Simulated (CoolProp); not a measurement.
Vapour-liquid equilibrium of acetone (1) + water (2) at 126.35 °C; x and y are mole fractions of (1).

The numbers come from the multi-fluid Helmholtz-energy mixture model, Lemmon 2006 and Wagner 2002; pair parameters Bell 2016 in CoolProp.

| x | bubble pressure, mixture model (MPa) | bubble pressure, Raoult's law (MPa) | y, mixture model | y, Raoult's law |
|---|---|---|---|---|
| 0.05 | 0.3463 | 0.2648 | 0.325 | 0.132 |
| 0.15 | 0.4797 | 0.3104 | 0.543 | 0.337 |
| 0.25 | 0.5473 | 0.3560 | 0.620 | 0.490 |
| 0.35 | 0.5837 | 0.4016 | 0.660 | 0.608 |
| 0.45 | 0.6083 | 0.4472 | 0.689 | 0.702 |
| 0.55 | 0.6295 | 0.4927 | 0.721 | 0.779 |
| 0.65 | 0.6498 | 0.5383 | 0.760 | 0.843 |
| 0.75 | 0.6685 | 0.5839 | 0.810 | 0.896 |
| 0.85 | 0.6841 | 0.6295 | 0.875 | 0.942 |
| 0.95 | 0.6947 | 0.6750 | 0.955 | 0.982 |

The largest gap from Raoult's law is +54.5 % in bubble pressure, at x = 0.15. No azeotrope shows between x = 0.05 and 0.95.

Pair parameters are fitted to limited data, so mixtures are less certain than the pure fluids. With so large a gap from Raoult's law the liquid may split in two, which this calculation doesn't test in full.
